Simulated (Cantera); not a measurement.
Charge: 1 mol CsCl, 0.021 mol HCl, 0.11 mol H₂, at 1550 °C and 29.0 mbar.

These are equilibrium values from Cantera (NASA tables, ideal gas, pure condensed phases), not measurements of a reactor. Candidate condensed phases: Cs, CsCl; 9 gas species. Rates play no part.

Base state: CsCl 0.878, H₂ 0.0953, HCl 0.0216, Cs 0.00319, Cs₂Cl₂ 0.00137, H 0.000785, Cl 0.000136 (mole fractions); condensed: gas only.

What changes in the equilibrium state with this change: temperature from 1550 °C to 777 °C?


```tsv
species	before	after
H₂	0.0953	0.761
HCl	0.0216	0.145
CsCl	0.878	0.0633
Cs₂Cl₂	0.00137	0.0305
Cs	0.00319	1.91e-9
H	0.000785	4.15e-8
Cl	0.000136	7.24e-9
CsCl(l), mol	0	0.982
```

What changes in the equilibrium state with this change: HCl from 0.021 to 1.3 mol?


```json
[
 {"species": "HCl", "before": "0.0216", "after": "0.533"},
 {"species": "CsCl", "before": "0.878", "after": "0.413"},
 {"species": "H₂", "before": "0.0953", "after": "0.0476"},
 {"species": "Cs", "before": "0.00319", "after": "4.30e-5"},
 {"species": "Cl", "before": "0.000136", "after": "0.00474"}
]
```

What changes in the equilibrium state with this change: 0.73 mol Cl₂ added?


| species | before | after |
|---|---|---|
| Cl | 0.000136 | 0.434 |
| CsCl | 0.878 | 0.420 |
| HCl | 0.0216 | 0.101 |
| H₂ | 0.0953 | 2.06e-7 |
| Cl₂ | 4.33e-9 | 0.0441 |
| Cs | 0.00319 | 4.78e-7 |
| H | 0.000785 | 1.15e-6 |
| Cs₂Cl₂ | 0.00137 | 0.000315 |
